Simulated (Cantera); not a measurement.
Feed: 1 mol AlN, 0.35 mol O2, held at 1.40 Pa.

Cantera equilibrium calculation (NASA polynomials, part measured and part estimated; ideal gas, pure solids and liquids). Candidate condensed phases: Al, AlN, Al2O3; 16 gas species. Equilibrium is a limit: real reactors are often held back by kinetics, nucleation or transport. All values below are at 1602 °C.

Base state: N2 0.502, Al 0.387, Al2O 0.111, AlO 8.83e-5 (mole fractions); condensed: Al2O3(s).

### Question
What changes in the equilibrium state with this change: O2 from 0.35 to 1.5 mol?

### Answer
```
species         before    after
-------------  -------  -------
O2               <1e-9    0.559
N2               0.502    0.387
O              8.73e-8   0.0480
Al               0.387    <1e-9
Al2O             0.111    <1e-9
AlO            8.83e-5  1.19e-7
NO             1.26e-8  0.00607
Al2O3(s), mol    0.196    0.500
```
